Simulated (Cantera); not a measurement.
# Thermodynamics of carbon deposition, reforming and gasification, feed n-butane + H2O + CH4

Charge: 1 mol n-butane, 0.37 mol H2O, 0.044 mol CH4, held at 1.80 mbar.

These are equilibrium values from Cantera (NASA tables, ideal gas, pure condensed phases), not measurements of a reactor. Candidate condensed phases: C, C6H6, C7H8, C8H18, H2O; 110 gas species. Equilibrium is a limit: real reactors are often held back by kinetics, nucleation or transport.

| T (K) | x H2 | x CO | x CH4 | x H2O | x CO2 | x H | x C2H2 (acetylene) | x CH3 | n C(graphite) |
|---|---|---|---|---|---|---|---|---|---|
| 823 | 0.935 | 0.0617 | 0.00147 | 0.00137 | 0.000328 | 1.67e-10 | 3.13e-12 | 3.89e-12 | 3.68 |
| 873 | 0.936 | 0.0630 | 0.000708 | 0.000451 | 8.10e-5 | 1.07e-9 | 2.07e-11 | 1.26e-11 | 3.67 |
| 923 | 0.936 | 0.0633 | 0.000367 | 0.000165 | 2.28e-5 | 5.58e-9 | 1.12e-10 | 3.57e-11 | 3.67 |
| 973 | 0.936 | 0.0634 | 0.000203 | 6.65e-5 | 7.26e-6 | 2.47e-8 | 5.04e-10 | 9.05e-11 | 3.67 |
| 1023 | 0.936 | 0.0635 | 0.000118 | 2.93e-5 | 2.59e-6 | 9.44e-8 | 1.96e-9 | 2.09e-10 | 3.67 |
| 1073 | 0.936 | 0.0635 | 7.25e-5 | 1.39e-5 | 1.02e-6 | 3.20e-7 | 6.72e-9 | 4.46e-10 | 3.67 |
| 1123 | 0.936 | 0.0635 | 4.63e-5 | 7.06e-6 | 4.38e-7 | 9.71e-7 | 2.06e-8 | 8.89e-10 | 3.67 |
| 1173 | 0.936 | 0.0635 | 3.07e-5 | 3.80e-6 | 2.02e-7 | 2.69e-6 | 5.74e-8 | 1.67e-9 | 3.67 |
| 1223 | 0.936 | 0.0635 | 2.10e-5 | 2.15e-6 | 9.98e-8 | 6.86e-6 | 1.47e-7 | 2.96e-9 | 3.67 |
x: gas mole fraction; n: condensed amount in mol.

From 823 K to 1223 K the condensed part is C(graphite). The main C-bearing gas is CO throughout.
